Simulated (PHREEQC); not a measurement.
Solution A (1.1 mmol/kgw NaHSO4 and 0.21 mmol/kgw NH3) is mixed with solution B (0.06 mol H2SO4, 0.00025 mol Li2SO4 and 0.0068 mol Na2SO4 per kg of water) at 25 °C; shares are by mass of water, 1 kg in all. O2 is buffered at 0.21 atm. The system is closed to CO2. Solids allowed: Mirabilite. Others were left out.

The numbers come from PHREEQC with the ion-association model, wateq4f.dat.

```
share of solution B    pH  HSO4- (mol/kgw)  SO4-2 (mol/kgw)
-------------------  ----  ---------------  ---------------
0                    3.11          6.50e-5          0.00103
0.05                 2.29          0.00118          0.00320
0.1                  2.05          0.00285          0.00481
0.15                 1.91          0.00480          0.00614
0.2                  1.81                …          0.00729
0.25                 1.73          0.00917                …
0.3                  1.66           0.0115          0.00925
0.35                    …           0.0139           0.0101
0.4                  1.56           0.0164           0.0109
0.45                 1.52                …           0.0117
0.5                     …           0.0215           0.0124
0.55                 1.45           0.0241           0.0130
0.6                  1.42           0.0268           0.0137
0.65                 1.39           0.0294           0.0143
0.7                  1.36           0.0321           0.0148
0.75                 1.34           0.0348                …
0.8                     …           0.0376           0.0159
0.85                 1.29           0.0403           0.0164
0.9                  1.27           0.0431           0.0169
0.95                 1.25           0.0459           0.0174
1                    1.23           0.0487           0.0179
```

Q: Fill in the missing entries.

A: 
- 0.2, HSO4- (mol/kgw): 0.00692
- 0.25, SO4-2 (mol/kgw): 0.00832
- 0.35, pH: 1.61
- 0.45, HSO4- (mol/kgw): 0.0189
- 0.5, pH: 1.48
- 0.75, SO4-2 (mol/kgw): 0.0154
- 0.8, pH: 1.31

Species that the database lacks are ignored.
